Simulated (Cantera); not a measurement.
An isothermal, constant-pressure homogeneous reactor starts with 66.7 % NO, 33.3 % N₂, at 2050 K and 25.5 Torr.

Cantera simulation using GRI-Mech 3.0 (53 species, 325 reactions); the numbers are that mechanism's predictions, not measurements. Radical loss at walls, strong at low pressure, is not modelled.

x: mole fraction; the columns are a selection and need not sum to one.

```tsv
t (s)	x NO	x N₂O	x O₂	x N₂	x NO₂	x O
7.00e-6	0.667	1.75e-7	2.66e-11	0.333	3.68e-11	1.75e-7
5.99e-5	0.667	1.49e-6	1.97e-9	0.333	[?]	1.50e-6
0.000512	0.667	1.24e-5	1.45e-7	0.333	[?]	1.30e-5
0.00438	0.666	8.52e-5	1.25e-5	0.333	[?]	0.000124
0.0374	0.663	0.000174	0.00115	0.335	[?]	0.000715
0.320	0.630	0.000144	0.0174	0.351	[?]	0.00102
2.74	0.335	3.11e-5	0.164	0.498	[?]	0.00223
23.4	0.0134	1.13e-7	0.325	0.659	[?]	0.00303
200	0.0100	9.49e-8	0.326	0.661	[?]	0.00303
```

Problem. Fill in the missing entries.

Solution. 
- 5.99e-5, x NO₂: 2.68e-9
- 0.000512, x NO₂: 1.76e-7
- 0.00438, x NO₂: 6.46e-6
- 0.0374, x NO₂: 3.34e-5
- 0.320, x NO₂: 5.57e-5
- 2.74, x NO₂: 8.54e-5
- 23.4, x NO₂: 4.87e-6
- 200, x NO₂: 3.66e-6
